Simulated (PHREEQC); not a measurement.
Dissolve 120 mmol/kgw KH2PO4 and 2.6 mmol/kgw HF at 20 °C. Closed to the air; pH follows from the charge balance.

The numbers come from PHREEQC with the ion-association model, phreeqc.dat.

This is a speciation only: nothing precipitates in the calculation.

Question: Estimate the pH, specific conductance, density.

Answer: pH 3.77; specific conductance 9350 µS/cm; density 1.009 g/cm³.

Question: In which forms is F present?

Answer: F- 85 %, HF 15 % of the F.

Complexes and solids missing from the database can't appear.
